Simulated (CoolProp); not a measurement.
Vapour-liquid equilibrium of n-perfluoropentane (1) + n-pentane (2) at 26.75 °C; x and y are mole fractions of (1).

Computed with CoolProp (multi-fluid Helmholtz-energy mixture model, Gao 2022 and Thol 2019; pair parameters Bell 2016).

```json
[
 {"x": "0.05", "bubble pressure (bar)": "1.029", "y at the bubble point": "0.314", "dew pressure at overall composition x (bar)": "0.7653", "liquid density (mol/L)": "8.334"},
 {"x": "0.2", "bubble pressure (bar)": "1.324", "y at the bubble point": "0.499", "dew pressure at overall composition x (bar)": "0.8975", "liquid density (mol/L)": "7.658"},
 {"x": "0.35", "bubble pressure (bar)": "1.348", "y at the bubble point": "0.516", "dew pressure at overall composition x (bar)": "1.079", "liquid density (mol/L)": "7.090"},
 {"x": "0.5", "bubble pressure (bar)": "1.348", "y at the bubble point": "0.517", "dew pressure at overall composition x (bar)": "1.325", "liquid density (mol/L)": "6.620"},
 {"x": "0.65", "bubble pressure (bar)": "1.339", "y at the bubble point": "0.540", "dew pressure at overall composition x (bar)": "1.236", "liquid density (mol/L)": "6.231"},
 {"x": "0.8", "bubble pressure (bar)": "1.266", "y at the bubble point": "0.621", "dew pressure at overall composition x (bar)": "1.086", "liquid density (mol/L)": "5.909"},
 {"x": "0.95", "bubble pressure (bar)": "1.042", "y at the bubble point": "0.848", "dew pressure at overall composition x (bar)": "0.9588", "liquid density (mol/L)": "5.635"}
]
```

y crosses x between x = 0.5 and 0.65: the model has an azeotrope there.

The pair parameters rest on a limited set of measurements; away from them the model extrapolates. With so large a gap from Raoult's law the liquid may split in two, which this calculation doesn't test in full.
